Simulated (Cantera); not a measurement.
Cantera run, input and output.

```python
import numpy as np
import cantera as ct

gas = ct.Solution("gri30.yaml")
gas.TPX = 1223, 100000, {'N2O': 1}
reactor = ct.IdealGasConstPressureReactor(gas, energy="off", clone=False)
net = ct.ReactorNet([reactor])
net.rtol, net.atol = 1e-08, 1e-18
show = ['N2O', 'O2', 'NO2', 'O', 'N2']
times = np.geomspace(7e-05, 3, 11)

steps = ct.SolutionArray(gas, extra=["t"])
rows = []
print(f"{'t/s':>10s}{'T/K':>9s}{'P/Pa':>11s}" + "".join(f"{s:>11s}" for s in show))
for t in times:
    while net.time < t:
        t_next = net.step()
        steps.append(gas.state, t=t_next)
    rows.append([np.interp(t, steps.t, y) for y in (steps.T, steps.P, *steps(*show).X.T)])
    print(f"{t:10.3e}{rows[-1][0]:9.1f}{rows[-1][1]:11.4g}" + "".join(f"{x:11.3e}" for x in rows[-1][2:]))
rate = np.gradient(steps.T, steps.t)
print("integrator steps:", len(steps.t))
if steps.T.max() > steps.T[0] + 200:
    print(f"time of steepest temperature rise: {steps.t[rate.argmax()]:.4e} s")
gas.TPX = 1223, 100000, {'N2O': 1}
gas.equilibrate("TP")
print(f"equilibrium (TP): T = {gas.T:.1f} K  " + "  ".join(f"{s} {gas[s].X[0]:.3e}" for s in show))
```

Result:

```
       t/s      T/K       P/Pa        N2O         O2        NO2          O         N2
 7.000e-05   1223.0      1e+05  9.999e-01  2.549e-05  2.364e-10  2.453e-06  5.674e-05
 2.034e-04   1223.0      1e+05  9.997e-01  7.820e-05  2.220e-09  2.453e-06  1.690e-04
 5.909e-04   1223.0      1e+05  9.992e-01  2.313e-04  1.910e-08  2.453e-06  4.948e-04
 1.717e-03   1223.0      1e+05  9.977e-01  6.752e-04  1.569e-07  2.452e-06  1.440e-03
 4.988e-03   1223.0      1e+05  9.934e-01  1.959e-03  1.189e-06  2.449e-06  4.176e-03
 1.449e-02   1223.0      1e+05  9.809e-01  5.643e-03  7.508e-06  2.440e-06  1.202e-02
 4.210e-02   1223.0      1e+05  9.459e-01  1.596e-02  3.379e-05  2.407e-06  3.401e-02
 1.223e-01   1223.0      1e+05  8.544e-01  4.303e-02  1.071e-04  2.313e-06  9.164e-02
 3.554e-01   1223.0      1e+05  6.521e-01  1.031e-01  2.637e-04  2.063e-06  2.193e-01
 1.033e+00   1223.0      1e+05  3.428e-01  1.964e-01  4.778e-04  1.495e-06  4.158e-01
 3.000e+00   1223.0      1e+05  8.923e-02  2.758e-01  6.049e-04  6.153e-07  5.798e-01
integrator steps: 725
equilibrium (TP): T = 1223.0 K  N2O 1.720e-08  O2 3.332e-01  NO2 5.151e-06  O 2.347e-08  N2 6.665e-01
```

Computed with Cantera and GRI-Mech 3.0 (53 species, 325 reactions). GRI-Mech 3.0 was tuned for natural gas; its chemistry of N2O as a main component is partial and can be far from experiment. The mechanism lacks the step 2 NO + O2 → 2 NO2, which can matter for NO2 below about 1400 K. The temperature is held fixed by assumption; the heat of reaction is taken as removed at once.
